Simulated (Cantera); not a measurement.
A Cantera script and what it prints.

```python
import numpy as np
import cantera as ct

gas_names = """
    H H2 N NH NH2 NH3 N2 N2H2 N2H4 Si SiH SiH2 SiH3 SiH4 SiN Si2 Si2N Si3
""".split()
cond_names = """
    Si(cr) Si(L) Si3N4(a)
""".split()


# ... load() reads the species with a 1 bar reference pressure and builds the phases ...
atoms = {
    'SiH4': {'Si': 1, 'H': 4},
    'NH3': {'N': 1, 'H': 3},
}
top_T = {'Si3N4(a)': 2400}  # K; cautious upper limits of use, not melting points


# ... equilibrate(T, P, feed) seeds the gas with the atoms and calls Mixture.equilibrate('TP', solver="vcs", rtol=1e-11, max_steps=5000) ...
results = []
feed = {'SiH4': 1, 'NH3': 0.31}  # mol
T = 825  # K
P = 6.4  # Pa
mix = equilibrate(T, P, feed)
results.append((T, P, feed, dict(zip(mix.species_names, mix.species_moles))))
x = sorted(zip(gas.X, gas.species_names), reverse=True)
print(f"T = {T:g} K  P = {P:g} Pa  gas = {mix.phase_moles(0):.4g} mol")
print("   x: " + "  ".join(f"{s} {v:.3e}" for v, s in x if v > 0.001))
print("   condensed (mol): " + ("  ".join(f"{mix.phase(i).name} {mix.phase_moles(i):.4g}"
      for i in range(1, mix.n_phases) if mix.phase_moles(i) > 1e-12) or "none"))
```

Output:

```
T = 825 K  P = 6.4 Pa  gas = 2.465 mol
   x: H2 1.000e+00
   condensed (mol): Si(cr) 0.7675  Si3N4(a) 0.0775
```

Equilibrium computed with Cantera from the NASA thermochemical tables; the gas is ideal and each condensed phase is pure.
